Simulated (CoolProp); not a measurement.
The numbers come from the reference Helmholtz-energy equation of state, Penoncello 2003 in CoolProp.

Question: For CHF3 (R23), give the phase and the expansivity (1/kK), fugacity coefficient at 475 K and 15100 kPa.

Answer: 
- 475 K and 15100 kPa: supercritical; expansivity 3.87, fugacity coefficient 0.846
